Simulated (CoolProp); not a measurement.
Vapour-liquid equilibrium of benzene (1) + n-heptane (2) at 1.64 MPa; x and y are mole fractions of (1).

Computed with CoolProp (multi-fluid Helmholtz-energy mixture model, Thol 2012 and Span 2003; pair parameters Bell 2016).

| x | bubble temperature, mixture model (°C) | bubble temperature, Raoult's law (°C) | y, mixture model | y, Raoult's law |
|---|---|---|---|---|
| 0.05 | 230.0 | 230.5 | 0.064 | 0.070 |
| 0.125 | 227.3 | 228.5 | 0.158 | 0.169 |
| 0.2 | 224.7 | 226.5 | 0.248 | 0.263 |
| 0.275 | 222.2 | 224.6 | 0.334 | 0.351 |
| 0.35 | 219.9 | 222.8 | 0.415 | 0.435 |
| 0.425 | 217.8 | 220.9 | 0.491 | 0.515 |
| 0.5 | 215.9 | 219.2 | 0.564 | 0.590 |
| 0.575 | 214.1 | 217.4 | 0.632 | 0.661 |
| 0.65 | 212.6 | 215.7 | 0.697 | 0.728 |
| 0.725 | 211.3 | 214.1 | 0.761 | 0.792 |
| 0.8 | 210.2 | 212.5 | 0.824 | 0.853 |
| 0.875 | 209.3 | 210.9 | 0.888 | 0.910 |
| 0.95 | 208.6 | 209.3 | 0.954 | 0.965 |

The largest gap from Raoult's law is -3.3 K in bubble temperature, at x = 0.5. No azeotrope shows between x = 0.05 and 0.95.

The pair parameters rest on a limited set of measurements; away from them the model extrapolates.
